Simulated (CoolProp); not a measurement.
n-butane at 274.44 K and 0.436 MPa is throttled through a valve to 0.163 MPa with no heat exchange. Each further row changes one setting.

Model: reference Helmholtz-energy equation of state, Bücker 2006, in CoolProp.

```csv
case,temperature change (K),final phase,final density (kg/m³)
as stated,+0.1,liquid,599
outlet pressure 0.0489 MPa,-19.5,"two-phase, vapour fraction 0.112",12.1
outlet pressure 0.212 MPa,+0.1,liquid,599
```
